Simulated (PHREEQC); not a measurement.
# Acid mine or pickling water: an equilibrium model

Model water analysis in mmol/kgw, 50 °C, pH 3.87, pe 8.9: Na 18.6; K 3; Ca 5.37; Mg 15.1; Cl 7.65; S(6) 26.5; Mn(2) 0.00825; Fe(3) 0.142.

Na is adjusted to close the charge balance.
Valence states are taken as typed.

Model: ion-association model, phreeqc.dat, run in PHREEQC.

Each row changes one thing in this solution. Precipitation was switched off in this run.

```csv
case,ionic strength (mol/kgw),Na+ (mol/kgw),SO4-2 (mol/kgw),MgSO4 (mol/kgw),Mg+2 (mol/kgw),Ca+2 (mol/kgw),SI of Gypsum (CaSO4:2H2O),SI of Halite (NaCl)
as made,0.0655,0.0156,0.0155,0.00812,0.00698,0.00344,-0.41,-5.71
temperature from 50 to 85 °C at the same typed pH,0.0577,0.0154,[?],0.00991,0.00519,0.00343,-0.35,-5.75
S(6) from 26.5 to 53 mmol/kgw,0.129,0.0646,0.0358,0.00964,0.00546,[?],-0.31,-5.14
```

Question: Complete the blanks.

Answer: 
- temperature from 50 to 85 °C at the same typed pH, SO4-2 (mol/kgw): 0.0134
- S(6) from 26.5 to 53 mmol/kgw, Ca+2 (mol/kgw): 0.00292

Some of these states are supersaturated (in Jarosite-K, Hematite (slow to form), for instance). Away from 25 °C the constants follow the database's enthalpies or fits; those with neither stay at their 25 °C values.
